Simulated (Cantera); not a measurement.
Input (Python, Cantera):

```python
import numpy as np
import cantera as ct

gas = ct.Solution("gri30.yaml")
gas.TPX = 375, 37000, {'CH4': 1, 'C2H6': 0.17, 'O2': 3.82, 'N2': 9.92}
flame = ct.FreeFlame(gas, width=0.08)
flame.set_refine_criteria(ratio=3, slope=0.08, curve=0.16)
flame.transport_model = "mixture-averaged"
flame.solve(loglevel=0, auto=True)
z, T = flame.grid, flame.T
thick = (T[-1] - T[0]) / np.gradient(T, z).max()
show = ['CH4', 'C2H6', 'O2', 'CO2', 'HCN', 'CH2CO']
print(f"laminar burning velocity  {flame.velocity[0] * 100:.3f} cm/s")
print(f"burnt temperature         {T[-1]:.1f} K")
print(f"thermal thickness         {thick * 1e3:.4f} mm")
print(f"grid points               {len(z)}")
z0 = z[flame.heat_release_rate.argmax()]
print(f"{'z/mm':>9s}{'T/K':>9s}{'u/(m/s)':>9s}" + "".join(f"{s:>11s}" for s in show))
rows = []
for k in (-3, -2, -1.5, -1, -0.5, -0.25, 0, 0.25, 0.5, 1, 2, 4, 8):
    zz = z0 + k * thick
    rows.append([k * thick, np.interp(zz, z, T), np.interp(zz, z, flame.velocity),
                 *(np.interp(zz, z, flame.X[gas.species_index(s)]) for s in show)])
    print(f"{rows[-1][0] * 1e3:9.3f}{rows[-1][1]:9.1f}{rows[-1][2]:9.3f}" + "".join(f"{x:11.3e}" for x in rows[-1][3:]))
```

Result:

```
laminar burning velocity  82.213 cm/s
burnt temperature         2181.7 K
thermal thickness         0.7646 mm
grid points               148
     z/mm      T/K  u/(m/s)        CH4       C2H6         O2        CO2        HCN      CH2CO
   -2.294    375.0    0.822  6.704e-02  1.140e-02  2.561e-01  2.801e-08  5.029e-13  5.298e-11
   -1.529    375.6    0.824  6.696e-02  1.139e-02  2.559e-01  7.606e-07  1.338e-11  1.824e-09
   -1.147    379.0    0.833  6.672e-02  1.137e-02  2.554e-01  6.989e-06  1.235e-10  2.042e-08
   -0.765    415.0    0.915  6.497e-02  1.124e-02  2.524e-01  1.388e-04  2.458e-09  5.674e-07
   -0.382    779.7    1.745  4.966e-02  8.660e-03  2.233e-01  3.586e-03  6.005e-08  2.673e-05
   -0.191   1196.4    2.710  2.996e-02  3.987e-03  1.833e-01  1.089e-02  1.770e-07  1.187e-04
    0.000   1590.2    3.636  8.875e-03  3.113e-04  1.359e-01  2.354e-02  3.650e-07  1.717e-04
    0.191   1754.6    4.017  9.796e-04  1.883e-06  1.072e-01  3.776e-02  3.155e-07  4.180e-05
    0.382   1800.1    4.109  5.877e-05  2.969e-09  9.627e-02  4.928e-02  1.276e-07  3.227e-06
    0.765   1849.9    4.197  1.975e-07  3.685e-14  8.958e-02  6.264e-02  1.305e-08  1.299e-08
    1.529   1915.8    4.321  3.580e-11  3.191e-20  8.604e-02  7.133e-02  2.278e-10  3.703e-12
    3.059   1994.9    4.476  8.239e-18  9.768e-29  8.415e-02  7.561e-02  2.690e-13  3.144e-18
    6.117   2073.2    4.628  2.358e-19  2.178e-31  8.278e-02  7.938e-02  1.242e-13  1.096e-21
```

Detailed kinetics in Cantera: GRI-Mech 3.0 (53 species, 325 reactions). Burning velocities carry a grid error of a few per cent, more on coarse grids.
